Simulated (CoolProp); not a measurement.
Vapour pressure (bar) of R236FA: the reference equation beside estimates from Tc = 398.1 K, pc = 31.91 bar, ω = 0.377.

Values from CoolProp's reference Helmholtz-energy equation of state, Pan 2012.

```csv
T (K),reference,van der Waals,Peng-Robinson
225.2,0.08853,1.957,…
239.4,…,2.809,…
253.7,0.4496,3.893,0.4519
268,…,5.228,0.8666
282.2,1.541,6.821,1.534
296.5,2.573,8.716,2.561
310.7,4.056,10.90,…
325,6.133,13.43,6.129
339.2,8.908,16.28,8.927
353.5,…,19.49,12.63
367.7,17.25,23.05,17.36
```

**Question.** Some entries are withheld; supply them.

**Answer.** 
- 225.2, Peng-Robinson: 0.09179
- 239.4, reference: 0.2112
- 239.4, Peng-Robinson: 0.2148
- 268, reference: 0.8678
- 310.7, Peng-Robinson: 4.044
- 353.5, reference: 12.57

Absolute difference from the reference over all 11 rows, mean and median: van der Waals 513.6 and 238.7 %, Peng-Robinson 0.8 and 0.5 %.
